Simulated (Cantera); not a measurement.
## Gas-phase reforming

An isothermal, constant-pressure homogeneous reactor starts with CH₄ : CO₂ : H₂ = 1 : 0.54 : 0.11 (molar parts), at 1875 K and 1.00 bar.

Cantera simulation using GRI-Mech 3.0 (53 species, 325 reactions); the numbers are that mechanism's predictions, not measurements. GRI-Mech 3.0 stops at C3 and has no aromatics, soot or wall deposition, so with more carbon than oxygen in the feed, carbon stays in small species such as C2H2 where larger ones or solid carbon would form.

```tsv
t (s)	x CH₄	x CO₂	x H₂	x CO	x HO₂
3.00e-6	0.605	0.327	0.0670	7.13e-6	<1e-12
1.35e-5	0.601	0.327	0.0688	7.61e-5	<1e-12
6.04e-5	0.564	0.321	0.0926	0.00127	<1e-12
0.000271	0.376	0.274	0.247	0.0134	<1e-12
0.00122	0.159	0.172	0.400	0.0691	1.91e-12
0.00546	0.0407	0.0400	0.416	0.186	1.65e-12
0.0245	0.0183	0.0148	0.468	0.244	<1e-12
0.110	0.0105	0.00561	0.543	0.306	<1e-12
0.493	0.00464	0.000353	0.582	0.338	<1e-12
2.21	0.00400	2.91e-7	0.585	0.340	<1e-12
9.93	0.00400	2.85e-7	0.585	0.340	<1e-12
44.6	0.00400	2.85e-7	0.585	0.340	<1e-12
200	0.00400	2.85e-7	0.585	0.340	<1e-12
```
x: mole fraction; the columns are a selection and need not sum to one.

Equilibrium at this temperature and pressure: CH₄ 0.00400, CO₂ 2.86e-7, H₂ 0.585, CO 0.340, HO₂ <1e-12 (gas phase only).
